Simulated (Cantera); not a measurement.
Premixed flame

A freely propagating, adiabatic, planar premixed flame of 55.7 % H₂, 9.31 % O₂, 34.9 % N₂, unburnt at 600 K and 0.160 bar; multicomponent transport, grid criteria slope 0.08 and curve 0.16, no radiation.

Cantera simulation using the H2/O2 subset of GRI-Mech 3.0, which has no nitrogen chemistry; the numbers are that mechanism's predictions, not measurements. Burning velocities carry a grid error of a few per cent, more on coarse grids.

| z (mm) | T (K) | u (m/s) | x H₂ | x O₂ | x H₂O | x O | x H₂O₂ | x OH |
|---|---|---|---|---|---|---|---|---|
| -16.1 | 600 | 6.18 | 0.557 | 0.0931 | <1e-8 | <1e-8 | <1e-8 | <1e-8 |
| -10.7 | 600 | 6.18 | 0.557 | 0.0931 | <1e-8 | <1e-8 | <1e-8 | <1e-8 |
| -8.06 | 600 | 6.18 | 0.557 | 0.0931 | <1e-8 | <1e-8 | <1e-8 | <1e-8 |
| -5.37 | 600 | 6.18 | 0.557 | 0.0931 | 2.19e-7 | <1e-8 | <1e-8 | <1e-8 |
| -2.69 | 618 | 6.36 | 0.555 | 0.0926 | 0.00119 | 1.20e-5 | 4.90e-7 | 2.58e-5 |
| -1.34 | 752 | 7.69 | 0.535 | 0.0874 | 0.0136 | 0.000193 | 2.36e-7 | 0.000153 |
| 0 | 1075 | 10.7 | 0.421 | 0.0476 | 0.0980 | 0.00205 | 9.47e-8 | 0.000917 |
| 1.34 | 1279 | 12.6 | 0.339 | 0.00441 | 0.184 | 0.000770 | 3.15e-8 | 0.000970 |
| 2.69 | 1355 | 13.3 | 0.337 | 0.000340 | 0.193 | 0.000311 | 2.40e-8 | 0.000993 |
| 5.37 | 1444 | 14.1 | 0.345 | 7.64e-5 | 0.195 | 0.000279 | 2.60e-8 | 0.00120 |
| 10.7 | 1546 | 15.0 | 0.355 | 6.37e-5 | 0.196 | 0.000251 | 2.45e-8 | 0.00138 |
| 21.5 | 1651 | 15.9 | 0.366 | 4.82e-5 | 0.198 | 0.000197 | 1.86e-8 | 0.00147 |
| 43.0 | 1751 | 16.7 | 0.377 | 3.11e-5 | 0.199 | 0.000132 | 1.14e-8 | 0.00140 |
x: mole fraction of selected species; z is measured from the peak of heat release.

```yaml
laminar_burning_velocity: 618 cm/s
thermal_thickness: 5.37 mm
peak x(O): 0.00216
peak x(H₂O₂): 5.24e-7
peak x(OH): 0.00147
grid_points: 143
```
